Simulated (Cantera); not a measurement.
Feed: 1 mol CH3SiCl3, 0.16 mol C3H8, 11 mol H2, at 1.40 mbar.

These are equilibrium values from Cantera (NASA tables, ideal gas, pure condensed phases), not measurements of a reactor. Candidate condensed phases: C, C6H6, C7H8, C8H18, Si, SiC; 109 gas species. The feed counts by its element totals alone. Gases not in the tables: Si2H6 and higher silanes. Rates play no part.

### Question
What share of the Si ends up in condensed phases as a function of T (K), at 1075, 1225, 1375, 1525, 1675, 1825, 1975, 2125, 2275, 2425, 2575?

### Answer
```tsv
T (K)	Si condensed (%)	as
1075	98.1	SiC(s)
1225	99.4	SiC(s)
1375	99.0	SiC(s)
1525	98.0	SiC(s)
1675	96.4	SiC(s)
1825	94.1	SiC(s)
1975	89.5	SiC(s)
2125	68.3	SiC(s)
2275	0.0	-
2425	0.0	-
2575	0.0	-
```
